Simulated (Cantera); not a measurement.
Feed: 1 mol CF₄, 4.1 mol H₂, equilibrated at 9.20 mbar.

These are equilibrium values from Cantera (NASA tables, ideal gas, pure condensed phases), not measurements of a reactor. Candidate condensed phases: C, C₆H₆, C₇H₈, C₈H₁₈; 110 gas species. Ions and electrons are included (thermal ionisation). Equilibrium is a limit: real reactors are often held back by kinetics, nucleation or transport.

Which condensed phases are stable at each of these points (T (K)): 2000, 2250, 2500, 2750, 3000, 3250, 3500, 3750, 4000, 4250, 4500, 4750, 5000?


```tsv
T (K)	condensed phases	C condensed (%)
2000	C(graphite)	99.7
2250	C(graphite)	98.7
2500	C(graphite)	96.1
2750	C(graphite)	87.7
3000	gas only	0.0
3250	gas only	0.0
3500	gas only	0.0
3750	gas only	0.0
4000	gas only	0.0
4250	gas only	0.0
4500	gas only	0.0
4750	gas only	0.0
5000	gas only	0.0
```

From 2000 K to 2750 K the condensed part is C(graphite). From 3000 K to 5000 K nothing is condensed.
